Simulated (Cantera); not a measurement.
**Reactions in the system N-O-Ta**

Source: NASA polynomial tables (part measured, part estimated), evaluated in Cantera. Values are per mole of reaction as written; species without (g) are pure solids or liquids, kept so even where they would boil at 1 bar.

5 N(g) + Ta2O5 ⇌ 5 NO(g) + 2 Ta

```json
[
 {"T (K)": "300", "ΔH° (kJ)": "138.9", "ΔS° (J/K)": "226.7", "ΔG° (kJ)": "70.9", "log10 K": "-12.34", "condensed phases": "Ta2O5(s), Ta(s)"},
 {"T (K)": "2150", "ΔH° (kJ)": "-92.0", "ΔS° (J/K)": "55.7", "ΔG° (kJ)": "-211.8", "log10 K": "5.15", "condensed phases": "Ta2O5(l), Ta(s)"},
 {"T (K)": "2200", "ΔH° (kJ)": "-96.9", "ΔS° (J/K)": "53.5", "ΔG° (kJ)": "-214.5", "log10 K": "5.09", "condensed phases": "Ta2O5(l), Ta(s)"},
 {"T (K)": "2250", "ΔH° (kJ)": "-101.7", "ΔS° (J/K)": "51.3", "ΔG° (kJ)": "-217.1", "log10 K": "5.04", "condensed phases": "Ta2O5(l), Ta(s)"},
 {"T (K)": "2300", "ΔH° (kJ)": "-106.5", "ΔS° (J/K)": "49.2", "ΔG° (kJ)": "-219.6", "log10 K": "4.99", "condensed phases": "Ta2O5(l), Ta(s)"},
 {"T (K)": "2350", "ΔH° (kJ)": "-111.3", "ΔS° (J/K)": "47.1", "ΔG° (kJ)": "-222.1", "log10 K": "4.94", "condensed phases": "Ta2O5(l), Ta(s)"},
 {"T (K)": "2400", "ΔH° (kJ)": "-116.0", "ΔS° (J/K)": "45.1", "ΔG° (kJ)": "-224.4", "log10 K": "4.88", "condensed phases": "Ta2O5(l), Ta(s)"},
 {"T (K)": "2450", "ΔH° (kJ)": "-120.7", "ΔS° (J/K)": "43.2", "ΔG° (kJ)": "-226.6", "log10 K": "4.83", "condensed phases": "Ta2O5(l), Ta(s)"},
 {"T (K)": "2500", "ΔH° (kJ)": "-125.3", "ΔS° (J/K)": "41.3", "ΔG° (kJ)": "-228.7", "log10 K": "4.78", "condensed phases": "Ta2O5(l), Ta(s)"},
 {"T (K)": "2550", "ΔH° (kJ)": "-129.9", "ΔS° (J/K)": "39.5", "ΔG° (kJ)": "-230.7", "log10 K": "4.73", "condensed phases": "Ta2O5(l), Ta(s)"},
 {"T (K)": "2600", "ΔH° (kJ)": "-134.4", "ΔS° (J/K)": "37.8", "ΔG° (kJ)": "-232.6", "log10 K": "4.67", "condensed phases": "Ta2O5(l), Ta(s)"},
 {"T (K)": "2650", "ΔH° (kJ)": "-138.9", "ΔS° (J/K)": "36.1", "ΔG° (kJ)": "-234.5", "log10 K": "4.62", "condensed phases": "Ta2O5(l), Ta(s)"}
]
```
